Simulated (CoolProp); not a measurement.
Dry air along the isobar 1.82 MPa: Z from the reference equation and from simpler models built on Tc = -140.6 °C, pc = 3.786 MPa, ω = 0.034; each cubic takes its own stable root.

Values from CoolProp's reference Helmholtz-energy equation of state, Lemmon 2000. It is a pseudo-pure fit of the blend.

```
T (°C)    phase  reference
-------  ------  ---------
-194.65  liquid    0.09166
-172.75  liquid    0.08180
-129.15     gas     0.8628
-107.25     gas     0.9168
-85.45      gas     0.9466
-63.55      gas     0.9649
-41.75      gas     0.9768
-19.85      gas     0.9849
1.95        gas     0.9906
23.75       gas     0.9947
45.65       gas     0.9978
67.45       gas      1.000
```

Task: How far does each simpler model (van der Waals, Soave-Redlich-Kwong) lie from the reference over these 12 states: mean and median of the absolute difference, and the worst?

Result: 
- van der Waals: mean 7.6 %, median 0.8 %, worst +41.8 % at -172.75 °C and 1.82 MPa
- Soave-Redlich-Kwong: mean 0.4 %, median 0.2 %, worst -2.6 % at -194.65 °C and 1.82 MPa
